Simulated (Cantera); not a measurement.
Carbon deposition, reforming and gasification: C₃H₈ + CO₂ + H₂

A closed system holds: 1 mol C₃H₈, 4.5 mol CO₂, 76 mol H₂, equilibrated at 133 Pa.

Method: chemical equilibrium by Gibbs-energy minimisation in Cantera with the NASA 1993 tables (ideal gas, pure condensed phases). Candidate condensed phases: C, C₆H₆, C₇H₈, C₈H₁₈, H₂O; 110 gas species. Equilibrium is a limit: real reactors are often held back by kinetics, nucleation or transport.

From 1223 K to 2623 K nothing is condensed. The main C-bearing gas is CO throughout.

```json
[
 {"T (K)": "1223", "x H₂": "0.898", "x H": "7.80e-6", "x CO": "0.0847", "x H₂O": "0.0161"},
 {"T (K)": "1423", "x H₂": "0.898", "x H": "0.000172", "x CO": "0.0850", "x H₂O": "0.0165"},
 {"T (K)": "1623", "x H₂": "0.896", "x H": "0.00179", "x CO": "0.0851", "x H₂O": "0.0166"},
 {"T (K)": "1823", "x H₂": "0.887", "x H": "0.0112", "x CO": "0.0848", "x H₂O": "0.0166"},
 {"T (K)": "2023", "x H₂": "0.852", "x H": "0.0480", "x CO": "0.0833", "x H₂O": "0.0163"},
 {"T (K)": "2223", "x H₂": "0.753", "x H": "0.152", "x CO": "0.0789", "x H₂O": "0.0150"},
 {"T (K)": "2423", "x H₂": "0.555", "x H": "0.362", "x CO": "0.0699", "x H₂O": "0.0117"},
 {"T (K)": "2623", "x H₂": "0.299", "x H": "0.631", "x CO": "0.0581", "x H₂O": "0.00525"}
]
```
x: gas mole fraction; nothing condenses.
